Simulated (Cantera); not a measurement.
An adiabatic, constant-pressure homogeneous reactor starts with CH₄ : O₂ : N₂ = 1 : 2.78 : 13.3 (molar parts), equivalence ratio 0.72, at 1475 K and 248 Torr.

Computed with Cantera and GRI-Mech 3.0 (53 species, 325 reactions).

Question: Predict: time of steepest temperature rise; temperature at 0.400 s; equilibrium temperature; x(O₂) at 0.400 s; x(H) at 0.400 s; x(O) at 0.400 s.

Answer: 
```json
{
 "time_of_steepest_temperature_rise": "3.82 ms",
 "temperature at 0.400 s": "2453 K",
 "equilibrium_temperature": "2453 K",
 "x(O₂) at 0.400 s": "0.0436 (gas-phase equilibrium 0.0436)",
 "x(H) at 0.400 s": "0.00230 (gas-phase equilibrium 0.00230)",
 "x(O) at 0.400 s": "0.00419 (gas-phase equilibrium 0.00419)"
}
```
